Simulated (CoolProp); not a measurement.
R123 along the isotherm 226.85 °C: Z from the reference equation and from simpler models built on Tc = 183.7 °C, pc = 3.662 MPa, ω = 0.282; each cubic takes its own stable root.

Values from CoolProp's reference Helmholtz-energy equation of state, Younglove 1994. It is a modified Benedict-Webb-Rubin equation, recast in Helmholtz form.

```tsv
p (MPa)	phase	reference	van der Waals	Redlich-Kwong	Soave-Redlich-Kwong
1.02	gas	0.9276	0.9299	0.9240	0.9283
2.03	gas	0.8485	0.8510	0.8414	0.8516
3.05	gas	0.7592	0.7559	0.7475	0.7664
4.07	supercritical	0.6573	0.6320	0.6376	0.6715
5.09	supercritical	0.5404	0.4665	0.5109	0.5696
6.1	supercritical	0.4349	0.4293	0.4315	0.4915
7.12	supercritical	0.3962	0.4514	0.4225	0.4660
8.14	supercritical	0.3999	0.4847	0.4371	0.4711
9.15	supercritical	0.4178	0.5214	0.4593	0.4882
```
